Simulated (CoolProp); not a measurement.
Vapour-liquid equilibrium of ethylbenzene (1) + m-xylene (2) at 363.1 K; x and y are mole fractions of (1).

Values from CoolProp's multi-fluid Helmholtz-energy mixture model, Zhou 2012 and Zhou 2012; pair parameters Bell 2016.

| x | bubble pressure, mixture model (bar) | bubble pressure, Raoult's law (bar) | y, mixture model | y, Raoult's law |
|---|---|---|---|---|
| 0.05 | [?] | 0.2204 | 0.056 | 0.055 |
| 0.2 | 0.2247 | 0.2239 | 0.219 | 0.216 |
| 0.35 | [?] | 0.2273 | 0.374 | 0.373 |
| 0.5 | [?] | 0.2307 | 0.525 | 0.525 |
| 0.65 | 0.2355 | 0.2342 | 0.670 | 0.672 |
| 0.8 | [?] | 0.2376 | 0.813 | 0.815 |
| 0.95 | 0.2413 | 0.2411 | 0.953 | 0.955 |

Problem. What belongs in the gaps?

Solution. 
- 0.05, bubble pressure, mixture model (bar): 0.2207
- 0.35, bubble pressure, mixture model (bar): 0.2286
- 0.5, bubble pressure, mixture model (bar): 0.2322
- 0.8, bubble pressure, mixture model (bar): 0.2385

The largest gap from Raoult's law is +0.7 % in bubble pressure, at x = 0.5. No azeotrope shows between x = 0.05 and 0.95.

Pair parameters are fitted to limited data, so mixtures are less certain than the pure fluids.
